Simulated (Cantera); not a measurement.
Charge: 1 mol CaCO3, 0.18 mol H2O, 3.8 mol O2, at 1250 K and 15.0 Pa.

Equilibrium computed with Cantera from the NASA thermochemical tables; the gas is ideal and each condensed phase is pure. Candidate condensed phases: C, C6H6, C7H8, C8H18, Ca, CaCO3, CaO, Ca(OH)2, H2O; 115 gas species. The numbers say what is thermodynamically allowed, not how fast it happens.

Task: What is the equilibrium state?

Result: 
| Property | Result |
|---|---|
| x(O2) | 0.763 |
| x(CO2) | 0.201 |
| x(H2O) | 0.0361 |
| x(OH) | 4.31e-5 |
| x(O) | 4.94e-6 |
| x(CO) | 1.01e-6 |
| n(CaO(s)) | 1.00 mol |
| gas amount | 4.980 mol |
| log10 activity of C(graphite) (absent) | -17.13 |
| log10 activity of Ca(l) (absent) | -19.05 |
